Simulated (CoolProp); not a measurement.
Saturation properties of the fluoroketone C6F12O (FK-5-1-12).

Computed with CoolProp (reference Helmholtz-energy equation of state, McLinden 2015).

```
T (°C)   p (MPa)  liquid density (kg/m³)  liquid cp (kJ/(kg K))
------  --------  ----------------------  ---------------------
-32.55  0.001666                    1765                  1.091
-26.85  0.002489                    1750                  1.090
-21.05  0.003659                    1734                  1.089
-15.35  0.005229                    1718                  1.089
-9.55   0.007371                    1702                  1.090
-3.85          ?                       ?                  1.090
1.95     0.01380                    1670                  1.092
7.65     0.01837                    1653                  1.094
13.35    0.02412                    1637                  1.096
19.15    0.03139                    1620                  1.099
24.85    0.04015                       ?                  1.102
30.65    0.05097                       ?                  1.106
36.35    0.06375                    1567                  1.110
```

**Question.** Fill in the missing entries.

**Answer.** 
- -3.85, p (MPa): 0.01014
- -3.85, liquid density (kg/m³): 1686
- 24.85, liquid density (kg/m³): 1603
- 30.65, liquid density (kg/m³): 1585

It boils at 49.1 °C under 1 atm.
